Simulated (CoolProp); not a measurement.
Model: reference Helmholtz-energy equation of state, Thol 2017, in CoolProp.

Problem. Give the vapour pressure (MPa), vapour density (kg/m³), enthalpy of vaporisation (kJ/kg), liquid cp (kJ/(kg K)) of saturated octamethyltrisiloxane (MDM) at 285 K.

Solution. 
```csv
T (K),p (MPa),vapour density (kg/m³),enthalpy of vaporisation (kJ/kg),liquid cp (kJ/(kg K))
285,0.000201,0.0200,210,1.75
```
